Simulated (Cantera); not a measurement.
Feed: 1 mol toluene, 0.11 mol H2O, 16 mol N2, at 450000 Pa.

Method: chemical equilibrium by Gibbs-energy minimisation in Cantera with the NASA 1993 tables (ideal gas, pure condensed phases). Candidate condensed phases: C, C6H6, C7H8, C8H18, H2O; 136 gas species. The numbers say what is thermodynamically allowed, not how fast it happens.

x: gas mole fraction; n: condensed amount in mol.

| T (K) | x N2 | x H2 | x CH4 | x H2O | n C(graphite) |
|---|---|---|---|---|---|
| 525 | 0.881 | 0.00491 | 0.108 | 0.00600 | 5.05 |
| 575 | 0.879 | 0.0109 | 0.104 | 0.00596 | 5.10 |
| 625 | 0.874 | [?] | 0.0984 | 0.00590 | 5.20 |
| 675 | 0.867 | 0.0370 | 0.0897 | 0.00580 | 5.34 |
| 725 | 0.858 | 0.0581 | 0.0780 | 0.00562 | 5.54 |
| 775 | 0.846 | [?] | [?] | 0.00531 | 5.78 |
| 825 | 0.834 | 0.110 | 0.0494 | 0.00475 | 6.04 |
| 875 | 0.823 | 0.135 | 0.0359 | 0.00387 | 6.27 |

Question: Fill in the missing entries.

Answer: 
- 625, x H2: 0.0213
- 775, x H2: 0.0834
- 775, x CH4: 0.0641
